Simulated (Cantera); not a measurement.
Cantera with NASA thermochemical tables; ideal gases at 1 bar, condensed phases pure. Values are per mole of reaction as written; species without (g) are pure solids or liquids, kept so even where they would boil at 1 bar.

Q: Between 300 and 2900 K, where is each reaction favourable under standard conditions?
- NH₃(g) + 5 V₂O₅ ⇌ 5 V₂O₄ + NO₂(g) + 3 OH(g)
- 2 H₂O₂(g) + V₂O₃ ⇌ 2 H₂O(g) + V₂O₅
- H₂O₂(g) + V₂O₃ ⇌ V₂O₄ + H₂O(g)

A: 
- NH₃(g) + 5 V₂O₅ ⇌ 5 V₂O₄ + NO₂(g) + 3 OH(g): ΔG° is 676 kJ at 300 K and -551 kJ at 2900 K; it changes sign between 1850 and 2000 K. ΔH° is 1296 kJ and ΔS° 637 J/K at 2900 K.
- 2 H₂O₂(g) + V₂O₃ ⇌ 2 H₂O(g) + V₂O₅: ΔG° is -525 kJ at 300 K and -492 kJ at 2900 K; it stays negative (K > 1). ΔH° is -612 kJ and ΔS° -41 J/K at 2900 K.
- H₂O₂(g) + V₂O₃ ⇌ V₂O₄ + H₂O(g): ΔG° is -302 kJ at 300 K and -319 kJ at 2900 K; it stays negative (K > 1). ΔH° is -281 kJ and ΔS° 13 J/K at 2900 K.
